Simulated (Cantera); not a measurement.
Gas mixture: 32.0 % N2, 44.7 % CO2, 6.80 % NO, 16.5 % H2O, at 41.3 Torr, frozen composition.

Cantera's kinetic-theory transport with the Lennard-Jones parameters of GRI-Mech 3.0, ideal gas; thermal conductivity in the mixture-averaged form. Polar gases are described roughly by these parameters. The composition is frozen, though it would react at the higher temperatures.

One state of this run: ρ (kg/m³) = 0.0194; cp (J/kg/K) = 1343; μ (µPa s) = 45.4; λ (mW/m/K) = 86.0; Pr = 0.708; D (cm²/s) H = 219; D (cm²/s) N2 = 34.1; D (cm²/s) OH = 53.9. D: mixture-averaged diffusion coefficient of that species in the mixture.

Question: Which value of T (K) does it belong to?
(A) 1150
(B) 900
(C) 1650
(D) 1400

Answer: A, 1150
